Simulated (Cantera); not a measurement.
# Stirred combustor or abatement burner

A perfectly stirred reactor is fed with CO : H2 : CH4 : O2 : N2 : H2O = 1 : 0.16 : 0.053 : 0.572 : 2.15 : 1.2 (molar parts), at 5.00 bar; it is adiabatic with a 550 K inlet, and is followed from long to short residence time, starting on the burning branch (τ in s: 0.036, 0.018, 0.0093, 0.0047, 0.0024, 0.0012, 0.00061, 0.00031, 0.00016, 7.9e-05, 4e-05, 2e-05, 1e-05).

Cantera simulation using GRI-Mech 3.0 (53 species, 325 reactions); the numbers are that mechanism's predictions, not measurements.

```tsv
τ (s)	T (K)	x CO	x H2	x CH4	x H	x CH2O	x N2O
0.036	2104	0.0378	0.0121	2.31e-6	0.000351	1.78e-7	2.97e-8
0.018	2099	0.0381	0.0123	3.07e-6	0.000450	2.74e-7	3.98e-8
0.0093	2092	0.0387	0.0124	4.06e-6	0.000578	4.10e-7	5.25e-8
0.0047	2083	0.0395	0.0127	5.53e-6	0.000752	6.19e-7	6.88e-8
0.0024	2069	0.0407	0.0130	7.73e-6	0.000981	9.26e-7	8.79e-8
0.0012	2050	0.0425	0.0135	1.13e-5	0.00130	1.40e-6	1.10e-7
0.00061	2024	0.0450	0.0142	1.69e-5	0.00172	2.11e-6	1.33e-7
0.00031	1989	0.0484	0.0149	2.65e-5	0.00228	3.21e-6	1.57e-7
0.00016	1944	0.0532	0.0157	4.31e-5	0.00298	4.91e-6	1.79e-7
7.9e-5	1878	0.0609	0.0162	7.91e-5	0.00383	8.10e-6	2.01e-7
4.0e-5	1782	0.0745	0.0158	0.000169	0.00436	1.49e-5	2.26e-7
2.0e-5	550	0.195	0.0312	0.0103	<1e-12	<1e-12	<1e-12
1.0e-5	550	0.195	0.0312	0.0103	<1e-12	<1e-12	<1e-12
```
x: mole fraction; the columns are a selection and need not sum to one.
